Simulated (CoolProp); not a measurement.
Properties of dimethyl ether at several states.

Values from CoolProp's reference Helmholtz-energy equation of state, Wu 2011.

```csv
T (K),p (MPa),phase,cp (kJ/(kg K)),cv (kJ/(kg K)),isothermal compressibility (1/MPa),expansivity (1/kK),viscosity (µPa s),fugacity coefficient
180.7,1.31,liquid,2.133,1.477,0.0007425,1.491,666,0.001127
202.6,1.11,liquid,2.148,1.465,0.0009268,1.577,416,0.007531
446.1,1.4,gas,1.964,1.719,0.7679,2.802,14.2,0.9347
```

Viscosity comes from a separate model (Meng 2012).
